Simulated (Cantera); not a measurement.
Charge: 1 mol B₂O₃, 2.8 mol BCl₃, a varied amount of O₂, equilibrated at 1400 K and 7.50 Torr.

Method: chemical equilibrium by Gibbs-energy minimisation in Cantera with the NASA 1993 tables (ideal gas, pure condensed phases). Candidate condensed phases: B, B₂O₃; 18 gas species. The tables' values for BOCl are old estimates; treat these amounts as uncertain. Rates play no part.

x: gas mole fraction; n: condensed amount in mol.

```csv
n(O₂) (mol),x Cl₂,x O₂,x Cl,x BCl₃,x B₃O₃Cl₃,x BOCl,x ClO,n B₂O₃(l)
1.2,0.495,1.74e-6,0.200,0.221,0.0725,0.0114,___,1.49
1.9,0.700,3.22e-5,0.238,0.0417,0.0137,0.00654,___,2.19
2.6,0.671,0.0941,0.233,9.86e-5,3.23e-5,0.000872,___,2.40
3.4,0.573,0.211,0.215,4.24e-5,1.39e-5,0.000658,___,2.40
4.1,0.507,0.290,0.202,2.78e-5,9.11e-6,0.000572,0.000307,2.40
4.8,0.454,0.354,0.191,2.03e-5,6.65e-6,0.000515,0.000321,2.40
5.5,0.410,0.406,0.182,1.57e-5,5.16e-6,0.000473,0.000327,2.40
6.3,0.370,0.456,0.173,1.23e-5,4.04e-6,0.000436,0.000329,2.40
7,0.340,0.493,0.166,1.02e-5,3.36e-6,0.000410,0.000328,2.40
7.7,0.314,0.526,0.159,8.68e-6,2.85e-6,0.000388,0.000325,2.40
8.5,0.289,0.557,0.153,7.33e-6,2.40e-6,0.000367,0.000321,2.39
9.2,0.270,0.582,0.148,6.41e-6,2.10e-6,0.000351,0.000317,2.39
9.9,0.253,0.603,0.143,5.66e-6,1.85e-6,0.000336,0.000313,2.39
```

Q: Fill in the missing entries.

A: 
- 1.2, x ClO: 7.43e-7
- 1.9, x ClO: 3.80e-6
- 2.6, x ClO: 0.000201
- 3.4, x ClO: 0.000278
